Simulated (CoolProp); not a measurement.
Vapour-liquid equilibrium of R227EA (1) + n-butane (2) at 2.65 °C; x and y are mole fractions of (1).

The numbers come from the multi-fluid Helmholtz-energy mixture model, Lemmon 2016 and Bücker 2006; pair parameters Bell 2016 in CoolProp.

Q: Give the bubble pressure and the first vapour's composition at x = 0.05, 0.8, 0.95. Is there an azeotrope?

A: x = 0.05: 0.1588 MPa, y = 0.303; x = 0.8: 0.2469 MPa, y = 0.743; x = 0.95: 0.2281 MPa, y = 0.905. y crosses x between x = 0.65 and 0.8: the model has an azeotrope there.

The pair parameters rest on a limited set of measurements; away from them the model extrapolates. With so large a gap from Raoult's law the liquid may split in two, which this calculation doesn't test in full.
